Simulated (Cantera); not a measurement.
Charge: 1 mol PH3, a varied amount of H2O, held at 2823 K and 1.00 bar.

These are equilibrium values from Cantera (NASA tables, ideal gas, pure condensed phases), not measurements of a reactor. Candidate condensed phases: H2O, P, P4O10; 17 gas species. Gases not in the tables: HPO2, HPO3 and P4O6. The numbers say what is thermodynamically allowed, not how fast it happens.

Problem. At 4.8 mol H2O, list the 5 most abundant gas species with their mole fractions, and the condensed phases.

Solution. H2O 0.418, H2 0.376, PO 0.0685, PO2 0.0628, H 0.0544. Condensed: gas only.
